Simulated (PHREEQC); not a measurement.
A solution holds 0.0094 mol/kgw NH3, 0.0016 mol/kgw Na2SiO3 and 0.015 mol/kgw Na2CO3, at 90 °C. Closed to the air; pH follows from the charge balance.

The numbers come from PHREEQC with the ion-association model, wateq4f.dat.

Q: The ionic strength comes out as 0.0266 mol/kgw. What activity coefficients do NH4+, OH-, HCO3-, H3SiO4-, H2SiO4-2 get?

A: NH4+ 0.84, OH- 0.83, HCO3- 0.85, H3SiO4- 0.84, H2SiO4-2 0.51.

Precipitation was switched off in this run. At this temperature some constants are extrapolated from 25 °C, and those without enthalpy data are left unchanged.
